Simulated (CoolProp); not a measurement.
Computed with CoolProp (reference Helmholtz-energy equation of state, Thol 2016).

Problem. Give the vapour pressure (bar), vapour density (kg/m³), surface tension (mN/m), liquid viscosity (µPa s) of saturated R1234ze(E) at -4.75, 10.05 °C.

Solution. 
| T (°C) | p (bar) | vapour density (kg/m³) | surface tension (mN/m) | liquid viscosity (µPa s) |
|---|---|---|---|---|
| -4.75 | 1.81 | 9.88 | 13.4 | 272 |
| 10.05 | 3.09 | 16.5 | 11.1 | 226 |

Viscosity comes from a separate model (Bell 2016), an estimate that may be off by 10 % or more. Surface tension comes from a separate correlation (Mulero 2014).
